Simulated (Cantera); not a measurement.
A closed system holds: 1 mol Fe, 0.03 mol HCl, 1.5 mol O₂, equilibrated at 71.3 Torr.

Equilibrium computed with Cantera from the NASA thermochemical tables; the gas is ideal and each condensed phase is pure. Candidate condensed phases: Fe, FeCl₂, FeCl₃, FeO, Fe(OH)₂, Fe(OH)₃, Fe₂O₃, Fe₃O₄, H₂O; 22 gas species. Kinetics and transport are ignored.

Q: At 1177 °C, list the 5 most abundant gas species with their mole fractions, and the condensed phases.

A: O₂ 0.959, HCl 0.0273, H₂O 0.00555, Cl 0.00517, Cl₂ 0.00149. Condensed: Fe₂O₃(s).
